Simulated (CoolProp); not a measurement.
Vapour-liquid equilibrium of R142b (1) + R113 (2) at 4.06 bar; x and y are mole fractions of (1).

The numbers come from the multi-fluid Helmholtz-energy mixture model, Lemmon 2006 and Marx 1992; pair parameters Bell 2016 in CoolProp.

| x | bubble temperature (K) | y at the bubble point | dew temperature at overall composition x (K) | liquid density (mol/L) |
|---|---|---|---|---|
| 0.05 | 362.0 | 0.202 | 368.2 | 7.550 |
| 0.15 | 348.7 | 0.475 | 364.2 | 7.919 |
| 0.25 | 338.7 | 0.639 | 359.9 | 8.262 |
| 0.35 | 330.9 | 0.743 | 355.2 | (withheld) |
| 0.45 | 324.8 | 0.813 | 350.1 | 8.912 |
| 0.55 | 319.9 | 0.864 | 344.4 | (withheld) |
| 0.65 | 315.7 | 0.903 | (withheld) | 9.571 |
| 0.75 | 312.1 | 0.935 | 330.4 | 9.921 |
| 0.85 | 308.8 | 0.962 | 321.3 | (withheld) |
| 0.95 | 305.7 | 0.988 | 310.3 | (withheld) |

What belongs in the gaps?


- 0.35, liquid density (mol/L): 8.589
- 0.55, liquid density (mol/L): 9.237
- 0.65, dew temperature at overall composition x (K): 337.9
- 0.85, liquid density (mol/L): 10.29
- 0.95, liquid density (mol/L): 10.69

No azeotrope shows between x = 0.05 and 0.95.

Pair parameters are fitted to limited data, so mixtures are less certain than the pure fluids.
